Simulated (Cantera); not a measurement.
Mixture: CO : H2 : O2 : N2 = 1 : 0.91 : 0.531 : 1.64 (molar parts), at 0.550 bar, adiabatic and at constant volume. Ignition delay is the time to a rise of 400 K.

Computed with Cantera and GRI-Mech 3.0 (53 species, 325 reactions). Where the delays flatten at high temperature, the 400 K rule measures the pace of heat release, not the induction time.

**Question.** Predict: delay at 1025 K; delay at 1175 K; delay at 1325 K; delay at 1475 K; delay at 1625 K.

**Answer.** 
```json
{
 "delay at 1025 K": "0.290 ms",
 "delay at 1175 K": "0.104 ms",
 "delay at 1325 K": "56.1 µs",
 "delay at 1475 K": "38.9 µs",
 "delay at 1625 K": "33.4 µs"
}
```
